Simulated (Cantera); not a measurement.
A perfectly stirred reactor is fed with CH4 : CO2 = 1 : 0.67 (molar parts), at 12000 Pa; it is held at 1475 K, and followed from long to short residence time.

Computed with Cantera and GRI-Mech 3.0 (53 species, 325 reactions).

Predict: x(CH4) at τ = 1.10 s; x(CO2) at τ = 1.10 s; x(C2H6) at τ = 1.10 s; x(CH2) at τ = 1.10 s; x(H2O) at τ = 1.10 s; x(CH4) at τ = 44.0 ms; x(CO2) at τ = 44.0 ms; x(C2H6) at τ = 44.0 ms; x(CH2) at τ = 44.0 ms; x(H2O) at τ = 44.0 ms.


```
Item                       Value
----------------------  --------
x(CH4) at τ = 1.10 s       0.423
x(CO2) at τ = 1.10 s       0.322
x(C2H6) at τ = 1.10 s   0.000360
x(CH2) at τ = 1.10 s     7.76e-9
x(H2O) at τ = 1.10 s      0.0353
x(CH4) at τ = 44.0 ms      0.589
x(CO2) at τ = 44.0 ms      0.399
x(C2H6) at τ = 44.0 ms  0.000587
x(CH2) at τ = 44.0 ms    8.06e-9
x(H2O) at τ = 44.0 ms   0.000137
```
